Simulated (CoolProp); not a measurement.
Vapour-liquid equilibrium of carbon dioxide (1) + sulfur dioxide (2) at 2.25 °C; x and y are mole fractions of (1).

The numbers come from the multi-fluid Helmholtz-energy mixture model, Span 1996 and Gao 2016; pair parameters Bell 2016 in CoolProp.

| x | bubble pressure, mixture model (MPa) | bubble pressure, Raoult's law (MPa) | y, mixture model | y, Raoult's law |
|---|---|---|---|---|
| 0.05 | 0.3715 | 0.3467 | 0.547 | 0.533 |
| 0.125 | 0.6701 | 0.6112 | 0.756 | 0.756 |
| 0.2 | 0.9600 | 0.8757 | 0.835 | 0.844 |
| 0.275 | 1.238 | 1.140 | 0.876 | 0.892 |
| 0.35 | 1.501 | 1.405 | 0.902 | 0.921 |
| 0.425 | 1.751 | 1.669 | 0.920 | 0.941 |
| 0.5 | 1.988 | 1.934 | 0.933 | 0.956 |
| 0.575 | 2.216 | 2.198 | 0.944 | 0.967 |
| 0.65 | 2.440 | 2.463 | 0.954 | 0.976 |
| 0.725 | 2.667 | 2.727 | 0.962 | 0.983 |
| 0.8 | 2.905 | 2.992 | 0.971 | 0.989 |
| 0.875 | 3.166 | 3.256 | 0.980 | 0.993 |
| 0.95 | 3.465 | 3.521 | 0.991 | 0.998 |

The largest gap from Raoult's law is +9.6 % in bubble pressure, at x = 0.125. No azeotrope shows between x = 0.05 and 0.95.

Pair parameters are fitted to limited data, so mixtures are less certain than the pure fluids. The gap from Raoult's law changes sign with composition, which may be real or a fault of the pair parameters; it wasn't checked against measurements.
